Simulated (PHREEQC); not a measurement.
PHREEQC input (ion-association model, wateq4f.dat):

```
SOLUTION_MASTER_SPECIES
  An  An-  0  An  62.0  # stands for a non-complexing anion
SOLUTION_SPECIES
  An- = An-
    -log_k 0
    -gamma 3.0 0
PHASES
  Fix_H+
    H+ = H+
    -log_k 0
SOLUTION 1
  temp 25
  units mmol/kgw
  pH 7 charge
  S(6) 0.0036
  Ag 0.0072
  Na 5
  An 5
END
SELECTED_OUTPUT 1
  -reset false
  -pH true
  -pe true
  -ionic_strength true
  -water true
  -totals Ag Na S S(-2) S(6)
  -molalities Hfo_wOH Hfo_wOH2+ Hfo_wO- Hfo_sOH Hfo_sOH2+ Hfo_sO- Hfo_sOAg Hfo_wOAg Hfo_wSO4- Hfo_wOHSO4-2
  -saturation_indices Ag2O Ag2SO4 Mirabilite
USER_PUNCH 1
  -headings sigma psi
  10 PUNCH EDL("sigma", "Hfo"), EDL("psi", "Hfo")
PRINT
  -reset false
USE solution 1
SURFACE 1
  Hfo_wOH 0.000719101 600 0.32
  Hfo_sOH 1.79775e-05
EQUILIBRIUM_PHASES 1
  Fix_H+ -3 HAn 10
    -force_equality true
  O2(g) -0.68 10
END
# ... the last block is repeated for the other 16 points of pH, with NaOH or the acid as the point needs
```

Selected output (columns that matter, 11 of 17 rows; pH added in front):

```
pH	mu	Ag	Na	S	m_Hfo_wOH	m_Hfo_wOH2+	m_Hfo_wO-	m_Hfo_sOH	m_Hfo_sOH2+	m_Hfo_sO-	si_Ag2O	si_Mirabilite	sigma	psi
3	0.0063858	7.1996e-06	0.005	1.2397e-10	0.00012501	0.00058989	6.0688e-07	3.1408e-06	1.4821e-05	1.5248e-08	-16.939	-13.652	0.30125	0.21392
3.75	0.0054082	7.1947e-06	0.005	2.8428e-10	0.00029075	0.00042015	4.6092e-06	7.3031e-06	1.0553e-05	1.1578e-07	-15.434	-13.251	0.21122	0.19995
4.12	0.0052564	7.1846e-06	0.005	6.1003e-10	0.00036441	0.0003422	8.8899e-06	9.1483e-06	8.5908e-06	2.2318e-07	-14.695	-12.913	0.16868	0.18914
4.88	0.005119	7.087e-06	0.005	4.5508e-09	0.000472	0.00022035	2.3162e-05	1.1785e-05	5.5019e-06	5.7834e-07	-13.186	-12.036	0.098302	0.16214
5.25	0.0050855	6.9264e-06	0.005	1.4399e-08	0.00050309	0.00018026	3.2166e-05	1.245e-05	4.4609e-06	7.96e-07	-12.465	-11.535	0.072939	0.14705
6	0.005044	5.8875e-06	0.005	1.9333e-07	0.00053564	0.00012914	5.0895e-05	1.2484e-05	3.0098e-06	1.1862e-06	-11.106	-10.406	0.037002	0.11286
6.75	0.0050222	3.4356e-06	0.005	1.8791e-06	0.00054765	0.00010293	6.6752e-05	1.0889e-05	2.0465e-06	1.3272e-06	-10.074	-9.418	0.016888	0.074889
7.12	0.0050158	2.148e-06	0.005	3.0078e-06	0.00055037	9.5082e-05	7.2982e-05	9.9573e-06	1.7202e-06	1.3204e-06	-9.742	-9.2136	0.010736	0.055166
7.88	0.0050093	5.5558e-07	0.0050032	3.5738e-06	0.00055186	8.5651e-05	8.1456e-05	8.7819e-06	1.363e-06	1.2962e-06	-9.3966	-9.138	0.0021168	0.012961
8.25	0.0050139	2.5419e-07	0.0050114	3.5948e-06	0.0005519	8.2291e-05	8.4793e-05	8.557e-06	1.2759e-06	1.3147e-06	-9.3359	-9.1341	-0.0012818	-0.0078971
9	0.0050308	4.7494e-08	0.0050366	3.5998e-06	0.00055113	7.4719e-05	9.3128e-05	8.391e-06	1.1376e-06	1.4179e-06	-9.2937	-9.1295	-0.0093931	-0.04982
```

The oxide is taken as insoluble; below pH 4 it would dissolve.
